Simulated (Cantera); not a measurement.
A closed system holds: 1 mol Hg, 0.12 mol H₂, equilibrated at 252 °C and 100 Torr.

Cantera equilibrium calculation (NASA polynomials, part measured and part estimated; ideal gas, pure solids and liquids). Candidate condensed phases: Hg; 3 gas species. Kinetics and transport are ignored.

Task: What is the equilibrium state?

Result: 
```
Quantity        Result
----------  ----------
x(Hg)            0.774
x(H₂)            0.226
n(Hg(l))     0.589 mol
gas amount  0.5312 mol
```
